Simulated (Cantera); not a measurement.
Charge: 1 mol Si, 0.023 mol CO₂, 2.5 mol H₂, equilibrated at 2223.15 K and 0.110 Pa.

Equilibrium computed with Cantera from the NASA thermochemical tables; the gas is ideal and each condensed phase is pure. Candidate condensed phases: C, C₆H₆, C₇H₈, C₈H₁₈, H₂O, Si, SiC, SiO₂; 123 gas species. The numbers say what is thermodynamically allowed, not how fast it happens.

Base state: H 0.810, Si 0.165, H₂ 0.0175, SiO 0.00389, CO 0.00389 (mole fractions); condensed: gas only.

### Question
What changes in the equilibrium state with this change: CO₂ from 0.023 to 0.14 mol?

### Answer
| species | before | after |
|---|---|---|
| H | 0.810 | 0.794 |
| Si | 0.165 | 0.142 |
| SiO | 0.00389 | 0.0232 |
| CO | 0.00389 | 0.0232 |
| H₂ | 0.0175 | 0.0169 |

### Question
What changes in the equilibrium state with this change: temperature from 2223.15 K to 1725 K?

### Answer
```json
[
 {"species": "H₂", "before": "0.0175", "after": "0.595"},
 {"species": "Si", "before": "0.165", "after": "0.254"},
 {"species": "H", "before": "0.810", "after": "0.137"},
 {"species": "Si₂C", "before": "1.82e-9", "after": "0.00134"},
 {"species": "Si₃", "before": "<1e-9", "after": "2.28e-5"},
 {"species": "Si₂", "before": "1.09e-6", "after": "0.000334"}
]
```
